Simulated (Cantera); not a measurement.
Charge: 1 mol SiCl4, 75 mol N2, held at 1723.15 K and 75.0 Torr.

Equilibrium computed with Cantera from the NASA thermochemical tables; the gas is ideal and each condensed phase is pure. Candidate condensed phases: Si, Si3N4; 13 gas species. The tables' values for SiCl3 are old estimates; treat these amounts as uncertain. Rates play no part.

Base state: N2 0.982, SiCl4 0.00971, Cl 0.00436, SiCl3 0.00234, SiCl2 0.00105, Cl2 4.05e-5 (mole fractions); condensed: gas only.

Problem. What changes in the equilibrium state with this change: temperature from 1723.15 K to 1550 K?

Solution. 
```tsv
species	before	after
N2	0.982	0.986
SiCl4	0.00971	0.0123
Cl	0.00436	0.000883
SiCl2	0.00105	0.000108
Cl2	4.05e-5	1.19e-5
```
